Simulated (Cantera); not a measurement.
Charge: 1 mol CS2, 2.2 mol H2, at 1048 K and 0.540 bar.

Method: chemical equilibrium by Gibbs-energy minimisation in Cantera with the NASA 1993 tables (ideal gas, pure condensed phases). Candidate condensed phases: C, C6H6, C7H8, C8H18, S; 83 gas species. Gases not in the tables: S3 to S7. Equilibrium is a limit: real reactors are often held back by kinetics, nucleation or transport.

Base state: H2S 0.779, H2 0.175, CS2 0.0395, S2 0.00538, CH4 0.000963, SH 3.79e-5 (mole fractions); condensed: C(graphite).

### Question
What changes in the equilibrium state with this change: temperature from 1048 K to 1223 K?

### Answer
```
species             before     after
----------------  --------  --------
H2S                  0.779     0.563
H2                   0.175     0.317
CS2                 0.0395     0.103
S2                 0.00538    0.0165
SH                 3.79e-5  0.000304
CH4               0.000963  0.000724
C(graphite), mol     0.907     0.742
```
